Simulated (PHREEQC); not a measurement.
A solution holds 0.01 mol/kgw MnCl2, at 20 °C. Closed to the air; pH follows from the charge balance.

Model: ion-association model, phreeqc.dat, run in PHREEQC.

This is a speciation only: nothing precipitates in the calculation.

Estimate the pH, specific conductance.

pH 6.50; specific conductance 1890 µS/cm.

In which forms is Mn present?

Mn+2 96 %, MnCl+ 4.2 % of the Mn.
